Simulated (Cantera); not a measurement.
MgO + H2 (sublimation and decomposition of ceramics)

Input: 1 mol MgO, a varied amount of H2, equilibrated at 0.170 bar.

Equilibrium computed with Cantera from the NASA thermochemical tables; the gas is ideal and each condensed phase is pure. Candidate condensed phases: H2O, Mg, MgO, Mg(OH)2; 15 gas species. Kinetics and transport are ignored.

Task: Map the stable condensed phases over T = 1400, 1600, 1800, 2000, 2200, 2400, 2600, 2800, 3000 K and n(H2) in mol = 0.016, 0.034, 0.072, 0.15, 0.32, 0.69, 1.5, 3.1.

Result: 
```
T in K \ n(H2) in mol
         0.016 0.034 0.072  0.15  0.32  0.69   1.5   3.1
   3000      A     A     A     A     A     B     B     B
   2800      A     A     A     A     A     A     A     B
   2600      A     A     A     A     A     A     A     A
   2400      A     A     A     A     A     A     A     A
   2200      A     A     A     A     A     A     A     A
   2000      A     A     A     A     A     A     A     A
   1800      A     A     A     A     A     A     A     A
   1600      A     A     A     A     A     A     A     A
   1400      A     A     A     A     A     A     A     A
```
A: MgO; B: gas only.
